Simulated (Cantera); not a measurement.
Feed: 1 mol CHF₃, 0.0083 mol CH₄, 0.83 mol H₂, held at 6.40 Pa.

Cantera equilibrium calculation (NASA polynomials, part measured and part estimated; ideal gas, pure solids and liquids). Candidate condensed phases: C, C₆H₆, C₇H₈, C₈H₁₈; 95 gas species. The numbers say what is thermodynamically allowed, not how fast it happens.

Task: Which condensed phases are stable at each of these points (T (K)): 2625, 2725, 2825, 2925, 3025, 3125, 3225?

Result: 
```json
[
 {"T (K)": "2625", "condensed phases": "C(graphite)", "C condensed (%)": "27.9"},
 {"T (K)": "2725", "condensed phases": "gas only", "C condensed (%)": "0.0"},
 {"T (K)": "2825", "condensed phases": "gas only", "C condensed (%)": "0.0"},
 {"T (K)": "2925", "condensed phases": "gas only", "C condensed (%)": "0.0"},
 {"T (K)": "3025", "condensed phases": "gas only", "C condensed (%)": "0.0"},
 {"T (K)": "3125", "condensed phases": "gas only", "C condensed (%)": "0.0"},
 {"T (K)": "3225", "condensed phases": "gas only", "C condensed (%)": "0.0"}
]
```

At 2625 K the condensed part is C(graphite). From 2725 K to 3225 K nothing is condensed.
